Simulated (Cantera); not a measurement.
# Thermodynamics of metals in furnace atmospheres, feed Fe + H2S + H2

Feed: 1 mol Fe, 0.0014 mol H2S, 3.2 mol H2, equilibrated at 0.133 bar.

Method: chemical equilibrium by Gibbs-energy minimisation in Cantera with the NASA 1993 tables (ideal gas, pure condensed phases). Candidate condensed phases: Fe, FeS, FeS2, S; 8 gas species. Equilibrium is a limit: real reactors are often held back by kinetics, nucleation or transport.

From 1073 K to 1173 K the condensed part is Fe(α). From 1223 K to 1473 K the condensed part is Fe(γ).

```
T (K)   x H2     x H2S      x H     x SH      x Fe  n Fe(α)  n Fe(γ)
-----  -----  --------  -------  -------  --------  -------  -------
1073   1.000  0.000437  3.84e-8  2.78e-8  3.11e-12     1.00        0
1123   1.000  0.000437  1.17e-7  6.32e-8  2.34e-11     1.00        0
1173   1.000  0.000437  3.23e-7  1.34e-7  1.47e-10     1.00        0
1223   1.000  0.000437  8.23e-7  2.67e-7  7.93e-10        0     1.00
1273   1.000  0.000437  1.95e-6  5.05e-7   3.73e-9        0     1.00
1323   1.000  0.000436  4.34e-6  9.09e-7   1.56e-8        0     1.00
1373   1.000  0.000436  9.12e-6  1.57e-6   5.85e-8        0     1.00
1423   1.000  0.000435  1.82e-5  2.60e-6   2.00e-7        0    1.000
1473   1.000  0.000433  3.46e-5  4.15e-6   6.27e-7        0    1.000
```
x: gas mole fraction; n: condensed amount in mol.
